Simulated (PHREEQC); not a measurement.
0.015 g of hydrous ferric oxide (600 m²/g; 0.2 weak and 0.005 strong sites per Fe, Dzombak-Morel constants, diffuse double layer) in 1 kg of water with 0.3 mol/kgw of an inert sodium salt and 4.9e-07 mol NaH2PO4 and 1.1e-07 mol MgCl2, at 25 °C; the pH is set by adding NaOH or the inert anion's acid. Oxygen is held at 0.21 atm. CO2 from the air is kept out. No solid was allowed to form.

Base run: PHREEQC, ion-association model, wateq4f.dat. Each further column changes one thing. The table gives P sorbed (%).

```tsv
pH	base	no electrostatic term (-no_edl)	background salt from 0.3 to 0.03 mol/kgw	oxide from 0.015 to 0.075 g/kgw	8.6e-05 mol/kgw Na2SO4 added
3	98.9	38.4	99.9	99.8	97.3
4	99.4	40.6	100.0	99.9	98.3
5	99.7	42.9	100.0	99.9	99.4
5.5	99.7	47.0	100.0	99.9	99.5
6.5	99.3	65.3	99.8	99.9	99.2
7.5	92.3	70.1	97.2	98.5	92.3
8.5	31.2	58.5	43.3	69.9	31.2
9	7.8	45.9	9.7	29.8	7.8
10	0.3	12.2	0.2	1.6	0.3
11	0.0	1.2	0.0	0.1	0.0
```

H3PO4, which wateq4f.dat lacks, is added to it with the constant of phreeqc.dat. The oxide is taken as insoluble; below pH 4 it would dissolve.
